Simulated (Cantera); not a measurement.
A closed system holds: 1 mol CF4, 0.067 mol CH4, 3.9 mol H2, equilibrated at 1748 K and 13300 Pa.

Method: chemical equilibrium by Gibbs-energy minimisation in Cantera with the NASA 1993 tables (ideal gas, pure condensed phases). Candidate condensed phases: C, C6H6, C7H8, C8H18; 95 gas species. Kinetics and transport are ignored.

Base state: HF 0.663, H2 0.337, H 0.000363, C2H2 (acetylene) 3.80e-5, CH4 1.39e-5 (mole fractions); condensed: C(graphite).

Question: What changes in the equilibrium state with this change: CF4 replaced by CCl4?

Answer: 
| species | before | after |
|---|---|---|
| HCl | 0 | 0.662 |
| H2 | 0.337 | 0.337 |
| Cl | 0 | 0.000551 |
| HF | 0.663 | 0 |
| CH4 | 1.39e-5 | 1.39e-5 |
| C2H2 (acetylene) | 3.80e-5 | 3.80e-5 |
| H | 0.000363 | 0.000363 |
| C(graphite), mol | 1.07 | 1.07 |
